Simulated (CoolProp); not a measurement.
Properties of R123 along the isobar 11 MPa (Tc = 456.8 K, pc = 3.662 MPa, ω = 0.282).

Model: reference Helmholtz-energy equation of state, Younglove 1994, in CoolProp. It is a modified Benedict-Webb-Rubin equation, recast in Helmholtz form.

```
T (K)   phase  cv (kJ/(kg K))  speed of sound (m/s)  conductivity (mW/(m K))  Prandtl number
-----  ------  --------------  --------------------  -----------------------  --------------
283.1  liquid          0.7001                 811.6                     84.7            6.62
292    liquid          0.7075                 781.1                     82.3            6.21
300.9  liquid          0.7148                 751.3                     79.9            5.84
309.8  liquid          0.7222                 722.1                     77.7            5.51
318.7  liquid          0.7295                 693.5                     75.5            5.22
327.6  liquid          0.7367                 665.6                     73.4            4.95
336.5  liquid          0.7439                 638.3                     71.4            4.70
345.4  liquid          0.7510                 611.5                     69.5             [?]
354.4  liquid          0.7581                 585.0                     67.6            4.28
363.3  liquid          0.7652                 559.3                     65.8            4.09
372.2  liquid          0.7721                 534.1                      [?]            3.92
381.1  liquid          0.7790                 509.3                     62.5            3.77
390    liquid          0.7859                 484.9                      [?]            3.63
```

**Question.** Fill in the missing entries.

**Answer.** 
- 345.4, Prandtl number: 4.48
- 372.2, conductivity (mW/(m K)): 64.1
- 390, conductivity (mW/(m K)): 60.8

Viscosity comes from a separate model (Tanaka 1996). Thermal conductivity comes from a separate model (Laesecke 1996).
